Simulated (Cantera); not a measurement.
# TiO2 + CH4 + H2 (carbothermic reduction)

Feed: 1 mol TiO2, 1.5 mol CH4, 0.21 mol H2, at 2.93 Torr.

Cantera equilibrium calculation (NASA polynomials, part measured and part estimated; ideal gas, pure solids and liquids). Candidate condensed phases: C, C6H6, C7H8, C8H18, H2O, Ti, TiC, TiO, TiO2, Ti2O3, Ti3O5, Ti4O7; 113 gas species. Mutual solubility and eutectic melting of coexisting phases are not modelled. TiC, TiO: taken at fixed stoichiometry. Condensed phases not in the tables: solid solutions among these carbides, nitrides and lower oxides. The numbers say what is thermodynamically allowed, not how fast it happens.

| T (K) | x H2 | x CO | x H | x TiO | x Ti | x H2O | n TiC(s) | n Ti2O3(s) | n TiO(s) | n TiO(l) |
|---|---|---|---|---|---|---|---|---|---|---|
| 1625 | 0.744 | 0.255 | 0.000974 | 5.14e-8 | 1.84e-9 | 4.05e-5 | 0.400 | 0.300 | 0 | 0 |
| 1700 | 0.743 | 0.255 | 0.00203 | 4.23e-7 | 2.50e-8 | 4.28e-5 | 0.400 | 0.300 | 0 | 0 |
| 1775 | 0.716 | 0.280 | 0.00392 | 2.61e-6 | 2.45e-7 | 4.32e-5 | 0.250 | 0 | 0.750 | 0 |
| 1850 | 0.713 | 0.279 | 0.00729 | 1.21e-5 | 1.95e-6 | 4.02e-5 | 0.250 | 0 | 0.750 | 0 |
| 1925 | 0.709 | 0.278 | 0.0129 | 4.95e-5 | 1.32e-5 | 3.75e-5 | 0.250 | 0 | 0.750 | 0 |
| 2000 | 0.701 | 0.277 | 0.0218 | 0.000181 | 7.67e-5 | 3.48e-5 | 0.250 | 0 | 0.749 | 0 |
| 2075 | 0.688 | 0.275 | 0.0354 | 0.000564 | 0.000380 | 3.12e-5 | 0.249 | 0 | 0 | 0.746 |
x: gas mole fraction; n: condensed amount in mol.

From 1625 K to 1700 K the condensed part is TiC(s) + Ti2O3(s). From 1775 K to 2000 K the condensed part is TiC(s) + TiO(s). At 2075 K the condensed part is TiC(s) + TiO(l). The main Ti-bearing gas is TiO throughout.
